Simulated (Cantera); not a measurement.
A closed system holds: 1 mol SiCl4, 0.56 mol HCl, 9.6 mol H2, at 1575 K and 1 atm.

These are equilibrium values from Cantera (NASA tables, ideal gas, pure condensed phases), not measurements of a reactor. Candidate condensed phases: Si; 19 gas species. The tables' values for SiCl3 are old estimates; treat these amounts as uncertain. Kinetics and transport are ignored.

Base state: H2 0.746, HCl 0.169, SiCl2 0.0490, SiCl3 0.0152, SiCl4 0.0124, SiHCl3 0.00727, SiH2Cl2 0.000706, H 3.57e-5 (mole fractions); condensed: gas only.

Question: What changes in the equilibrium state with this change: temperature from 1575 K to 1425 K?

Answer: 
| species | before | after |
|---|---|---|
| H2 | 0.746 | 0.786 |
| HCl | 0.169 | 0.127 |
| SiCl4 | 0.0124 | 0.0328 |
| SiCl2 | 0.0490 | 0.0232 |
| SiHCl3 | 0.00727 | 0.0158 |
| SiCl3 | 0.0152 | 0.0139 |
| H | 3.57e-5 | 6.01e-6 |
| SiH2Cl2 | 0.000706 | 0.00117 |
| SiH3Cl | 2.04e-5 | 2.49e-5 |
